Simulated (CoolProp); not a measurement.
Vapour pressure (MPa) of R113: the reference equation beside estimates from Tc = 214.1 °C, pc = 3.392 MPa, ω = 0.253. Clausius-Clapeyron is anchored at 3.55 °C with a constant enthalpy of vaporisation of 29.55 kJ/mol.

Model: reference Helmholtz-energy equation of state, Marx 1992, in CoolProp.

| T (°C) | reference | Lee-Kesler | Clausius-Clapeyron | van der Waals | Redlich-Kwong | Soave-Redlich-Kwong | Peng-Robinson |
|---|---|---|---|---|---|---|---|
| -17.15 | 0.006123 | 0.005991 | 0.006307 | 0.1309 | 0.01486 | 0.006124 | 0.006492 |
| -6.75 | 0.01074 | 0.01051 | 0.01085 | 0.1687 | 0.02440 | 0.01070 | 0.01120 |
| 3.55 | 0.01782 | 0.01748 | 0.01782 | 0.2130 | 0.03808 | 0.01772 | 0.01836 |
| 13.95 | 0.02845 | 0.02799 | 0.02838 | 0.2653 | 0.05733 | 0.02827 | 0.02902 |
| 24.35 | 0.04370 | 0.04314 | 0.04375 | 0.3258 | 0.08332 | 0.04343 | 0.04423 |
| 34.65 | 0.06462 | 0.06402 | 0.06525 | 0.3944 | 0.1170 | 0.06427 | 0.06502 |
| 45.05 | 0.09309 | 0.09254 | 0.09517 | 0.4728 | 0.1605 | 0.09269 | 0.09325 |
| 55.35 | 0.1301 | 0.1298 | 0.1351 | 0.5601 | 0.2144 | 0.1298 | 0.1299 |
| 65.75 | 0.1782 | 0.1781 | 0.1883 | 0.6584 | 0.2812 | 0.1780 | 0.1776 |
| 76.15 | 0.2389 | 0.2393 | 0.2573 | 0.7674 | 0.3618 | 0.2391 | 0.2377 |
| 86.45 | 0.3134 | 0.3143 | 0.3444 | 0.8862 | 0.4567 | 0.3143 | 0.3117 |
| 96.85 | 0.4052 | 0.4067 | 0.4546 | 1.018 | 0.5693 | 0.4072 | 0.4030 |
| 107.25 | 0.5159 | 0.5179 | 0.5912 | 1.161 | 0.6999 | 0.5195 | 0.5134 |

Absolute difference from the reference over all 13 rows, mean and median: Lee-Kesler 0.9 and 0.6 %, Clausius-Clapeyron 4.7 and 3.0 %, van der Waals 637.0 and 407.9 %, Redlich-Kwong 78.9 and 72.4 %, Soave-Redlich-Kwong 0.4 and 0.4 %, Peng-Robinson 1.5 and 0.5 %.
